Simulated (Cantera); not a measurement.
## Calcination and drying: CsOH + H₂ + H₂O

Input: 1 mol CsOH, 2.9 mol H₂, 0.056 mol H₂O, equilibrated at 10.0 Torr.

Cantera equilibrium calculation (NASA polynomials, part measured and part estimated; ideal gas, pure solids and liquids). Candidate condensed phases: Cs, CsOH, H₂O; 15 gas species. Equilibrium is a limit: real reactors are often held back by kinetics, nucleation or transport.

```
T (°C)  log p H₂  log p CsOH  log p H₂O  log p Cs
------  --------  ----------  ---------  --------
750        -2.03       -2.57      -3.12     -3.24
850        -2.05       -2.62      -2.97     -3.06
950        -2.06       -2.69      -2.86     -2.92
1050       -2.07       -2.78      -2.77     -2.82
1150       -2.08       -2.87      -2.71     -2.75
1250       -2.10       -2.96      -2.66     -2.70
1350       -2.10       -3.06      -2.62     -2.66
1450       -2.11       -3.15      -2.60     -2.63
```
log p: log10 of the partial pressure in bar; nothing condenses.

From 750 °C to 1450 °C nothing is condensed. The main Cs-bearing gas is CsOH at 750 °C and Cs at 1450 °C.
